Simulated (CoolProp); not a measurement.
Properties of CHF3 (R23) along the isobar 6780 kPa (Tc = 299.3 K, pc = 4832 kPa, ω = 0.263).

Values from CoolProp's reference Helmholtz-energy equation of state, Penoncello 2003.

```tsv
T (K)	phase	Joule-Thomson coefficient (K/MPa)	isothermal compressibility (1/MPa)	expansivity (1/kK)	conductivity (mW/(m K))
298.8	liquid	1.557	0.04435	13.62	66.8
314.8	supercritical	6.005	(withheld)	54.48	42.5
330.9	supercritical	7.953	0.2979	18.97	30.5
346.9	supercritical	7.309	0.2315	10.80	28.4
362.9	supercritical	6.520	0.2040	7.760	27.7
378.9	supercritical	5.799	0.1888	6.162	(withheld)
394.9	supercritical	5.172	(withheld)	(withheld)	27.7
410.9	supercritical	4.631	0.1723	4.478	28.1
427	supercritical	4.162	0.1673	3.971	(withheld)
443	supercritical	(withheld)	0.1635	3.583	29.0
459	supercritical	(withheld)	0.1605	(withheld)	29.6
475	supercritical	3.095	0.1581	3.022	30.2
```

Complete the blanks.


- 314.8, isothermal compressibility (1/MPa): 0.4265
- 378.9, conductivity (mW/(m K)): 27.6
- 394.9, isothermal compressibility (1/MPa): 0.1791
- 394.9, expansivity (1/kK): 5.165
- 427, conductivity (mW/(m K)): 28.5
- 443, Joule-Thomson coefficient (K/MPa): 3.757
- 459, Joule-Thomson coefficient (K/MPa): 3.405
- 459, expansivity (1/kK): 3.275

Thermal conductivity comes from a separate model (Shan 2000).
